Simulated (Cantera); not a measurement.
Feed: 1 mol SiCl4, 21 mol N2, 0.5 mol H2, held at 1302 °C and 48.0 Pa.

Method: chemical equilibrium by Gibbs-energy minimisation in Cantera with the NASA 1993 tables (ideal gas, pure condensed phases). The tables' values for SiCl3 are old estimates; treat these amounts as uncertain. Kinetics and transport are ignored.

```
species      before     after
----------  -------  --------
H2          1.61e-5     0.750
N2            0.898     0.212
HCl          0.0427    0.0314
SiCl2        0.0248   0.00444
Cl           0.0161   5.46e-5
SiCl4       0.00879   1.81e-8
Si          7.71e-9  0.000120
Cl2         1.39e-5     <1e-9
SiCl3       0.00914   5.55e-6
H           7.60e-6   0.00164
SiCl        7.15e-7   3.77e-5
Si(s), mol        0     0.542
```
Gas species are given as mole fractions.

**Question.** What was changed between the two runs?
A. pressure from 48.0 Pa to 26.0 Pa
B. H2 from 0.5 to 76 mol
C. pressure from 48.0 Pa to 13300 Pa
D. pressure from 48.0 Pa to 24000 Pa

**Answer.** B, H2 from 0.5 to 76 mol. The tables' values for SiCl are old estimates; treat these amounts as uncertain
